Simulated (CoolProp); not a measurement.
Properties of propylene glycol along the isobar 63.6 bar (Tc = 674.0 K, pc = 72.92 bar, ω = 0.327).

Values from CoolProp's reference Helmholtz-energy equation of state, Eisenbach 2021.

```tsv
T (K)	phase	density (kg/m³)	cp (kJ/(kg K))	expansivity (1/kK)
428.6	liquid	929.7	3.190	0.9725
447.7	liquid	912.0	3.288	1.035
466.9	liquid	893.5	3.386	1.108
486	liquid	874.1	3.486	1.195
505.2	liquid	853.4	3.588	1.299
524.3	liquid	831.5	3.695	1.426
543.4	liquid	808.0	3.809	1.584
562.6	liquid	782.3	3.937	1.790
581.7	liquid	754.1	4.085	2.068
600.9	liquid	722.1	4.274	2.479
620	liquid	684.7	4.545	3.159
```
